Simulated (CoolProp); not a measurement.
Carbon monoxide along the isobar 4.74 MPa: density (kg/m³) from the reference equation and from simpler models built on Tc = 132.9 K, pc = 3.498 MPa, ω = 0.050; each cubic takes its own stable root.

Computed with CoolProp (reference Helmholtz-energy equation of state, Lemmon 2006). It is a short technical equation, of lower accuracy than the large ones.

| T (K) | phase | reference | van der Waals | Redlich-Kwong | Soave-Redlich-Kwong | Peng-Robinson |
|---|---|---|---|---|---|---|
| 83.5 | liquid | 796.5 | 553.0 | 800.5 | 797.1 | 898.5 |
| 101.4 | liquid | 716.7 | 504.2 | 708.7 | 709.1 | 800.5 |
| 119.3 | liquid | 615.2 | 440.5 | 586.2 | 588.5 | 662.2 |
| 137.3 | supercritical | 409.8 | 331.3 | 363.6 | 359.9 | 392.1 |
| 155.2 | supercritical | 153.6 | 161.5 | 154.7 | 152.2 | 159.9 |
| 173.1 | supercritical | 116.1 | 120.7 | 116.9 | 115.0 | 119.6 |
| 191.1 | supercritical | 96.84 | 100.3 | 97.56 | 95.91 | 99.14 |
| 209 | supercritical | 84.36 | 87.17 | 85.00 | 83.54 | 85.97 |
| 226.9 | supercritical | 75.29 | 77.62 | 75.88 | 74.57 | 76.48 |
| 244.9 | supercritical | 68.25 | 70.21 | 68.79 | 67.61 | 69.16 |
| 262.8 | supercritical | 62.61 | 64.30 | 63.12 | 62.05 | 63.33 |
| 280.7 | supercritical | 57.95 | 59.40 | 58.42 | 57.45 | 58.53 |
| 298.7 | supercritical | 53.98 | 55.25 | 54.42 | 53.54 | 54.46 |
